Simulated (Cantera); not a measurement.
A closed system holds: 1 mol CH₂F₂, 0.014 mol F₂, equilibrated at 0.0180 bar.

Equilibrium computed with Cantera from the NASA thermochemical tables; the gas is ideal and each condensed phase is pure. Candidate condensed phases: C, C₆H₆, C₇H₈, C₈H₁₈; 110 gas species. Ions and electrons are included (thermal ionisation). Kinetics and transport are ignored. All values below are at 3000 K.

Base state: HF 0.796, F 0.0880, H 0.0775, C₃ 0.0173, CF 0.0102, H₂ 0.00433, C 0.00282, C₂ 0.00176 (mole fractions); condensed: C(graphite).

Problem. What changes in the equilibrium state with this change: CH₂F₂ replaced by CH₃F?

Solution. 
| species | before | after |
|---|---|---|
| H | 0.0775 | 0.441 |
| HF | 0.796 | 0.375 |
| H₂ | 0.00433 | 0.140 |
| F | 0.0880 | 0.00730 |
| CF | 0.0102 | 0.000845 |
| C₃ | 0.0173 | 0.0173 |
| CF₂ | 0.000844 | 5.80e-6 |
| CH₂ | 3.10e-7 | 1.00e-5 |
| C₂H₂ (vinylidene) | 8.50e-7 | 2.75e-5 |
| C₄H₂ | 7.00e-6 | 0.000226 |
| C(graphite), mol | 0.834 | 0.761 |

Problem. What changes in the equilibrium state with this change: F₂ from 0.014 to 0.51 mol?

Solution. 
```json
[
 {"species": "HF", "before": "0.796", "after": "0.622"},
 {"species": "F", "before": "0.0880", "after": "0.293"},
 {"species": "CF", "before": "0.0102", "after": "0.0339"},
 {"species": "H", "before": "0.0775", "after": "0.0182"},
 {"species": "C₃", "before": "0.0173", "after": "0.0173"},
 {"species": "C₂H₂ (acetylene)", "before": "0.000270", "after": "1.49e-5"},
 {"species": "H₂", "before": "0.00433", "after": "0.000239"},
 {"species": "CF₂", "before": "0.000844", "after": "0.00936"},
 {"species": "C(graphite), mol", "before": "0.834", "after": "0.676"}
]
```
